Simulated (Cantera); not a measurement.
What does this Cantera script print?

```python
import numpy as np
import cantera as ct

gas_names = """
    B BF BF2 BF3 BH BHF2 BH2 BH3 BO BOF BOF2 BO2 B2 B2O B2O2 B2O3 B3O3F3 B3O3H3 F FO FO2 F2 F2O H HBO
    HBO2 HF HOF HO2 H2 H2F2 H2O H2O2 H3B3O6 H3F3 H4F4 H5F5 H6F6 H7F7 O OH O2 O3
""".split()
cond_names = """
    B(b) B(L) B2O3(L) B3O3H3(cr) H2O(s) H2O(L)
""".split()


def load(file, names, dense=False):
    # The tables refer to 1 bar. Condensed volumes are neglected.
    table = {s.name: s for s in ct.Species.list_from_file(file)}
    out = []
    for n in names:
        d = dict(table[n].input_data)
        d["thermo"] = dict(d["thermo"], **{"reference-pressure": 1e5})
        if dense:
            d["equation-of-state"] = {"model": "constant-volume", "density": "1e6 g/cm^3"}
        out.append(ct.Species.from_dict(d))
    return out


gas = ct.Solution(thermo="ideal-gas", species=load("nasa_gas.yaml", gas_names))
cond = {s.name: ct.Solution(thermo="fixed-stoichiometry", species=[s], name=s.name)
        for s in load("nasa_condensed.yaml", cond_names, dense=True)}
atoms = {
    'BF3': {'B': 1, 'F': 3},
    'H2O': {'H': 2, 'O': 1},
}
top_T = {}  # K; cautious upper limits of use, not melting points


def equilibrate(T, P, feed):
    n = {}
    for name, mol in feed.items():
        for a, k in atoms[name].items():
            n[a] = n.get(a, 0.0) + k * mol
    gas.TPX = T, P, n
    mass = sum(n.values()) * gas.mean_molecular_weight
    gas.equilibrate("TP")
    valid = [c for c in cond.values() if c.min_temp <= T <= top_T.get(c.name, c.max_temp)]
    mix = ct.Mixture([(gas, mass / gas.mean_molecular_weight)] + [(c, 0.0) for c in valid])
    mix.T, mix.P = T, P
    mix.equilibrate("TP", solver="vcs", rtol=1e-11, max_steps=5000)
    return mix


results = []
T = 1548.15  # K
P = 1000  # Pa
for m in [2.3, 4.8, 7.4, 9.9, 12, 15, 18]:
    feed = {'BF3': 1, 'H2O': m}  # mol
    mix = equilibrate(T, P, feed)
    results.append((T, P, feed, dict(zip(mix.species_names, mix.species_moles))))

top = {s: max(r[3][s] / sum(r[3][g] for g in gas_names) for r in results) for s in gas_names}
cols = sorted((s for s in top if top[s] > 1e-05), key=lambda s: -top[s])[:7]
seen = [c for c in cond_names if any(r[3].get(c, 0) > 1e-12 for r in results)]
print("log10 of partial pressures in bar; condensed amounts in mol")
print(f"{'n(H2O)':>10s}" + "".join(f"{s[:9]:>10s}" for s in cols + seen))
for T, P, feed, n in results:
    ng = sum(n[g] for g in gas_names)
    print(f"{feed['H2O']:10.4g}" + "".join(f"{np.log10(max(n[s] / ng * P / 1e5, 1e-99)):10.3f}" for s in cols)
          + "".join(f"{n.get(c, 0):10.4g}" for c in seen))
```

It prints:

```
log10 of partial pressures in bar; condensed amounts in mol
    n(H2O)       H2O        HF       BOF      HBO2       BF3        H2        O2
       2.3    -2.560    -2.310    -2.725    -3.432    -4.080    -5.223    -5.578
       4.8    -2.293    -2.466    -3.019    -3.303    -4.953    -5.047    -5.397
       7.4    -2.200    -2.584    -3.242    -3.315    -5.505    -4.985    -5.334
       9.9    -2.154    -2.672    -3.410    -3.349    -5.897    -4.955    -5.303
        12    -2.129    -2.734    -3.529    -3.382    -6.164    -4.938    -5.286
        15    -2.106    -2.809    -3.674    -3.427    -6.483    -4.923    -5.270
        18    -2.089    -2.873    -3.797    -3.470    -6.750    -4.912    -5.259
```

These are equilibrium values from Cantera (NASA tables, ideal gas, pure condensed phases), not measurements of a reactor. Gases not in the tables: H3BO3.
